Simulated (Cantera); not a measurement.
What does this Cantera script print?

```python
import numpy as np
import cantera as ct

gas_names = """
    CL CLO CL2 H HCL HNO HNO2 HNO3 HOCL HO2 H2 H2O H2O2 Mg MgCL MgCL2 MgH MgN MgO MgOH MgO2H2 Mg2 N NH
    NH2 NH3 NH2OH NO NO2 NO3 N2 N2H2 N2H4 N2O O OH O2 O3
""".split()
cond_names = """
    H2O(s) H2O(L) Mg(cr) Mg(L) MgCL2(s) MgCL2(L) MgO(s) MgO(L) MgO2H2(s) NH4CL(a) NH4CL(b)
""".split()


# ... load() reads the species with a 1 bar reference pressure and builds the phases ...
atoms = {
    'MgCl2': {'Mg': 1, 'CL': 2},
    'O2': {'O': 2},
    'N2': {'N': 2},
    'HCl': {'H': 1, 'CL': 1},
}
top_T = {}  # K; cautious upper limits of use, not melting points


# ... equilibrate(T, P, feed) seeds the gas with the atoms and calls Mixture.equilibrate('TP', solver="vcs", rtol=1e-11, max_steps=5000) ...
results = []
feed = {'MgCl2': 1, 'O2': 0.051, 'N2': 0.71, 'HCl': 0.027}  # mol
T = 1523.15  # K
P = 460  # Pa
mix = equilibrate(T, P, feed)
results.append((T, P, feed, dict(zip(mix.species_names, mix.species_moles))))
x = sorted(zip(gas.X, gas.species_names), reverse=True)
print(f"T = {T:g} K  P = {P:g} Pa  gas = {mix.phase_moles(0):.4g} mol")
print("   x: " + "  ".join(f"{s} {v:.3e}" for v, s in x if v > 1e-05))
print("   condensed (mol): " + ("  ".join(f"{mix.phase(i).name} {mix.phase_moles(i):.4g}"
      for i in range(1, mix.n_phases) if mix.phase_moles(i) > 1e-12) or "none"))
```

Output:

```
T = 1523.15 K  P = 460 Pa  gas = 1.821 mol
   x: MgCL2 4.985e-01  N2 3.899e-01  CL 8.666e-02  HCL 1.482e-02  CL2 7.445e-03  O2 2.565e-03  NO 1.063e-04
   condensed (mol): MgO(s) 0.09244
```

Cantera equilibrium calculation (NASA polynomials, part measured and part estimated; ideal gas, pure solids and liquids).
